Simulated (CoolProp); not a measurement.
Vapour-liquid equilibrium of benzene (1) + octamethylcyclotetrasiloxane (D4) (2) at 35.95 °C; x and y are mole fractions of (1).

Values from CoolProp's multi-fluid Helmholtz-energy mixture model, Thol 2012 and Thol 2015; pair parameters Bell 2016.

Problem. Give the bubble pressure and the first vapour's composition at x = 0.05, 0.25, 0.75. Is there an azeotrope?

Solution. x = 0.05: 0.001261 MPa, y = 0.780; x = 0.25: 0.005888 MPa, y = 0.963; x = 0.75: 0.01560 MPa, y = 0.995. No azeotrope shows between x = 0.05 and 0.95.

Pair parameters are fitted to limited data, so mixtures are less certain than the pure fluids. The gap from Raoult's law changes sign with composition, which may be real or a fault of the pair parameters; it wasn't checked against measurements.
